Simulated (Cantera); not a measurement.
Cantera run:

```python
import numpy as np
import cantera as ct

gas_names = """
    C CN CO CO2 C2 CCN CNC C2N2 C2O C3 C3O2 C4 C4N2 C5 N NCO NO NO2 NO3 N2 N2O O O2 O3 Si SiC SiC2 SiN
    SiO SiO2 Si2 Si2C Si2N Si3
""".split()
cond_names = """
    C(gr) Si(cr) Si(L) SiC(b) SiO2(Lqz) SiO2(hqz) SiO2(L) Si2N2O(s) Si3N4(a)
""".split()


# ... load() reads the species with a 1 bar reference pressure and builds the phases ...
atoms = {
    'SiC': {'Si': 1, 'C': 1},
    'N2O': {'N': 2, 'O': 1},
    'N2': {'N': 2},
}
top_T = {'C(gr)': 4500, 'SiC(b)': 3050, 'Si2N2O(s)': 2100, 'Si3N4(a)': 2400}  # K; cautious upper limits of use, not melting points


# ... equilibrate(T, P, feed) seeds the gas with the atoms and calls Mixture.equilibrate('TP', solver="vcs", rtol=1e-11, max_steps=5000) ...
results = []
feed = {'SiC': 1, 'N2O': 0.032, 'N2': 28}  # mol
T = 1850  # K
P = 250000  # Pa
mix = equilibrate(T, P, feed)
results.append((T, P, feed, dict(zip(mix.species_names, mix.species_moles))))
print(gas.report(threshold=1e-05))
for i in range(1, mix.n_phases):
    print(f"{mix.phase(i).name:16s} {mix.phase_moles(i):12.5e} mol")
```

Output:

```
       temperature   1850 K
          pressure   2.5e+05 Pa
           density   0.45532 kg/m^3
  mean mol. weight   28.014 kg/kmol
   phase of matter   gas

                          1 kg             1 kmol
                     ---------------   ---------------
          enthalpy        1.8058e+06        5.0587e+07  J
   internal energy        1.2567e+06        3.5205e+07  J
           entropy            8628.2        2.4171e+05  J/K
    Gibbs function       -1.4156e+07       -3.9658e+08  J
 heat capacity c_p            1274.6             35707  J/K
 heat capacity c_v            977.81             27392  J/K

                      mass frac. Y      mole frac. X     chem. pot. / RT
                     ---------------   ---------------   ---------------
                CO         0.0011286         0.0011288           -40.496
                N2           0.99885           0.99886           -25.766
               SiO        1.9373e-05        1.2311e-05           -46.297
     [  +31 minor]        6.7117e-07        4.3451e-07

C(gr)             0.00000e+00 mol
Si(L)             0.00000e+00 mol
SiC(b)            9.68331e-01 mol
SiO2(L)           0.00000e+00 mol
Si2N2O(s)         0.00000e+00 mol
Si3N4(a)          1.04396e-02 mol
```

These are equilibrium values from Cantera (NASA tables, ideal gas, pure condensed phases), not measurements of a reactor. Mutual solubility and eutectic melting of coexisting phases are not modelled.
